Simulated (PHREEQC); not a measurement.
Solution (25 °C): 120 mmol/kgw HCl, 1 mmol/kgw CuSO4 and 150 mmol/kgw MgSO4. Closed to the air; pH follows from the charge balance.

All values are PHREEQC results (ion-association model, phreeqc.dat), not measurements.

Precipitation was switched off in this run.

**Question.** Predict the pH, density.

**Answer.** pH 1.31; density 1.016 g/cm³.

**Question.** In which forms is Cu present?

**Answer.** Cu+2 65 %, CuSO4 29 %, CuCl+ 5.6 % of the Cu.
